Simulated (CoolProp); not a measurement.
A Linde-Hampson liquefier for nitrogen: isothermal reversible compression at 280 K from 1 atm to 25 MPa, throttling to 1 atm, return gas leaving the recuperator 5 K below the feed. Each further row changes one setting.

The numbers come from the reference Helmholtz-energy equation of state, Span 2000 in CoolProp.

```csv
case,liquid yield per pass,compression work (kJ/kg of gas)
as stated,?,457
high pressure 50 MPa,0.098,527
warm-end temperature 310 K,?,510
warm-end gap 10 K,?,457
```

Task: What belongs in the gaps?

Result: 
- as stated, liquid yield per pass: 0.091
- warm-end temperature 310 K, liquid yield per pass: 0.064
- warm-end gap 10 K, liquid yield per pass: 0.079
